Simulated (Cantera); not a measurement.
A perfectly stirred reactor is fed with 2.63 % C₃H₈, 97.4 % H₂, at 9.75 Torr; it is held at 1650 K, and followed from long to short residence time.

Computed with Cantera and GRI-Mech 3.0 (53 species, 325 reactions). GRI-Mech 3.0 was tuned for natural gas; its chemistry of propane as a main component is partial and can be far from experiment. GRI-Mech 3.0 stops at C3 and has no aromatics, soot or wall deposition, so with more carbon than oxygen in the feed, carbon stays in small species such as C2H2 where larger ones or solid carbon would form. Radical loss at walls, strong at low pressure, is not modelled.

x: mole fraction; the columns are a selection and need not sum to one.

| τ (s) | x C₃H₈ | x H₂ | x C₂H₆ | x H | x CH₃ |
|---|---|---|---|---|---|
| 1.5 | 4.11e-6 | 0.954 | 1.54e-6 | … | 0.000364 |
| 0.51 | 1.09e-5 | 0.952 | 3.12e-6 | … | 0.000549 |
| 0.17 | 2.88e-5 | 0.949 | 5.83e-6 | … | 0.000796 |
| 0.057 | 7.62e-5 | 0.947 | 1.01e-5 | … | 0.00108 |
| 0.019 | 0.000205 | 0.946 | 1.71e-5 | … | 0.00139 |
| 0.0064 | 0.000552 | 0.945 | 3.05e-5 | … | 0.00174 |
| 0.0021 | 0.00151 | 0.945 | 5.92e-5 | 0.00270 | 0.00230 |
| 0.00071 | 0.00401 | 0.948 | 0.000118 | 0.00272 | 0.00322 |

Q: Complete the blanks.

A: 
- 1.5, x H: 0.00115
- 0.51, x H: 0.00135
- 0.17, x H: 0.00162
- 0.057, x H: 0.00191
- 0.019, x H: 0.00220
- 0.0064, x H: 0.00246
